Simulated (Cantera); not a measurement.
## Stirred combustor or abatement burner

A perfectly stirred reactor is fed with 2.82 % CH₄, 1.33 % C₂H₆, 3.38 % C₃H₈, 19.4 % O₂, 73.0 % N₂, equivalence ratio 1.4, at 760 Torr; it is adiabatic with a 575 K inlet, and is followed from long to short residence time, starting on the burning branch (τ in s: 0.054, 0.027, 0.014, 0.007, 0.0035, 0.0018, 0.0009, 0.00045, 0.00023, 0.00012, 5.9e-05, 3e-05, 1.5e-05).

Cantera simulation using GRI-Mech 3.0 (53 species, 325 reactions); the numbers are that mechanism's predictions, not measurements. GRI-Mech 3.0 was tuned for natural gas; its chemistry of propane as a main component is partial and can be far from experiment.

```json
[
 {"τ (s)": "0.054", "T (K)": "2205", "x CH₄": "1.36e-5", "x C₂H₆": "1.05e-7", "x C₃H₈": "2.17e-7", "x H₂": "0.0500", "x N₂O": "1.76e-8", "x O": "5.84e-5"},
 {"τ (s)": "0.027", "T (K)": "2197", "x CH₄": "1.74e-5", "x C₂H₆": "1.93e-7", "x C₃H₈": "3.85e-7", "x H₂": "0.0500", "x N₂O": "2.29e-8", "x O": "8.67e-5"},
 {"τ (s)": "0.014", "T (K)": "2189", "x CH₄": "2.25e-5", "x C₂H₆": "3.43e-7", "x C₃H₈": "6.59e-7", "x H₂": "0.0499", "x N₂O": "2.94e-8", "x O": "0.000125"},
 {"τ (s)": "0.0070", "T (K)": "2178", "x CH₄": "3.09e-5", "x C₂H₆": "6.28e-7", "x C₃H₈": "1.17e-6", "x H₂": "0.0498", "x N₂O": "3.84e-8", "x O": "0.000178"},
 {"τ (s)": "0.0035", "T (K)": "2166", "x CH₄": "4.56e-5", "x C₂H₆": "1.16e-6", "x C₃H₈": "2.11e-6", "x H₂": "0.0497", "x N₂O": "5.04e-8", "x O": "0.000242"},
 {"τ (s)": "0.0018", "T (K)": "2154", "x CH₄": "7.09e-5", "x C₂H₆": "2.14e-6", "x C₃H₈": "3.81e-6", "x H₂": "0.0495", "x N₂O": "6.60e-8", "x O": "0.000307"},
 {"τ (s)": "0.00090", "T (K)": "2139", "x CH₄": "0.000121", "x C₂H₆": "4.16e-6", "x C₃H₈": "7.27e-6", "x H₂": "0.0493", "x N₂O": "8.69e-8", "x O": "0.000373"},
 {"τ (s)": "0.00045", "T (K)": "2119", "x CH₄": "0.000219", "x C₂H₆": "8.45e-6", "x C₃H₈": "1.45e-5", "x H₂": "0.0489", "x N₂O": "1.06e-7", "x O": "0.000435"},
 {"τ (s)": "0.00023", "T (K)": "2088", "x CH₄": "0.000418", "x C₂H₆": "1.79e-5", "x C₃H₈": "3.02e-5", "x H₂": "0.0484", "x N₂O": "1.05e-7", "x O": "0.000491"},
 {"τ (s)": "0.00012", "T (K)": "2024", "x CH₄": "0.000907", "x C₂H₆": "4.39e-5", "x C₃H₈": "7.10e-5", "x H₂": "0.0479", "x N₂O": "6.85e-8", "x O": "0.000522"},
 {"τ (s)": "5.9e-5", "T (K)": "575", "x CH₄": "0.0282", "x C₂H₆": "0.0133", "x C₃H₈": "0.0338", "x H₂": "<1e-12", "x N₂O": "<1e-12", "x O": "<1e-12"},
 {"τ (s)": "3.0e-5", "T (K)": "575", "x CH₄": "0.0282", "x C₂H₆": "0.0133", "x C₃H₈": "0.0338", "x H₂": "<1e-12", "x N₂O": "<1e-12", "x O": "<1e-12"},
 {"τ (s)": "1.5e-5", "T (K)": "575", "x CH₄": "0.0282", "x C₂H₆": "0.0133", "x C₃H₈": "0.0338", "x H₂": "<1e-12", "x N₂O": "<1e-12", "x O": "<1e-12"}
]
```
x: mole fraction; the columns are a selection and need not sum to one.
